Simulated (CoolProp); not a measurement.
Computed with CoolProp (reference Helmholtz-energy equation of state, Gao 2022).

Question: For n-perfluoropentane, give the phase and the cp (kJ/(kg K)), cv (kJ/(kg K)), isothermal compressibility (1/MPa), expansivity (1/kK) at 222.3 K and 0.0511 MPa; 222.3 K and 2.37 MPa; 222.3 K and 10 MPa.

Answer: 
- 222.3 K and 0.0511 MPa: liquid; cp 0.902, cv 0.709, isothermal compressibility 0.00152, expansivity 1.56
- 222.3 K and 2.37 MPa: liquid; cp 0.901, cv 0.709, isothermal compressibility 0.00147, expansivity 1.53
- 222.3 K and 10 MPa: liquid; cp 0.897, cv 0.711, isothermal compressibility 0.00134, expansivity 1.44
